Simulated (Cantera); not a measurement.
A perfectly stirred reactor is fed with CH4 : N2 = 2 : 1.8 (molar parts), at 39.0 Torr; it is held at 1675 K, and followed from long to short residence time.

Model: GRI-Mech 3.0 (53 species, 325 reactions), integrated in Cantera. GRI-Mech 3.0 stops at C3 and has no aromatics, soot or wall deposition, so with more carbon than oxygen in the feed, carbon stays in small species such as C2H2 where larger ones or solid carbon would form.

Task: Predict: x(CH4) at τ = 3.10 s; x(C2H4) at τ = 3.10 s; x(CH2) at τ = 3.10 s; x(CH3) at τ = 3.10 s; x(H2) at τ = 3.10 s; x(CH4) at τ = 44.0 ms; x(C2H4) at τ = 44.0 ms; x(CH2) at τ = 44.0 ms; x(CH3) at τ = 44.0 ms; x(H2) at τ = 44.0 ms.

Result: 
```json
{
 "x(CH4) at τ = 3.10 s": "0.0415",
 "x(C2H4) at τ = 3.10 s": "0.000430",
 "x(CH2) at τ = 3.10 s": "2.47e-7",
 "x(CH3) at τ = 3.10 s": "0.000478",
 "x(H2) at τ = 3.10 s": "0.476",
 "x(CH4) at τ = 44.0 ms": "0.319",
 "x(C2H4) at τ = 44.0 ms": "0.00893",
 "x(CH2) at τ = 44.0 ms": "8.13e-7",
 "x(CH3) at τ = 44.0 ms": "0.00260",
 "x(H2) at τ = 44.0 ms": "0.197"
}
```
